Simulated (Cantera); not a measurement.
# Fe3O4 + H2 + N2 (hydrogen reduction and annealing atmospheres)

Feed: 1 mol Fe3O4, 4.1 mol H2, 5.7 mol N2, held at 1925 °C and 1.70 bar.

Equilibrium computed with Cantera from the NASA thermochemical tables; the gas is ideal and each condensed phase is pure. Candidate condensed phases: Fe, FeO, Fe(OH)2, Fe(OH)3, Fe2O3, Fe3O4, H2O; 27 gas species. Each liquid is taken as pure. Mutual solubility and eutectic melting of coexisting phases are not modelled. The tables' stoichiometric FeO is somewhat more stable than real wüstite, so its field is too wide. FeO: taken at fixed stoichiometry. Equilibrium is a limit: real reactors are often held back by kinetics, nucleation or transport.

- x(N2): 0.580
- x(H2): 0.281
- x(H2O): 0.135
- x(H): 0.00227
- x(Fe): 0.00160
- x(OH): 0.000151
- x(Fe(OH)2): 0.000119
- x(FeO): 2.37e-5
- x(NO): 9.78e-6
- n(Fe(l)): 0.313 mol
- n(FeO(l)): 2.67 mol
- gas amount: 9.828 mol
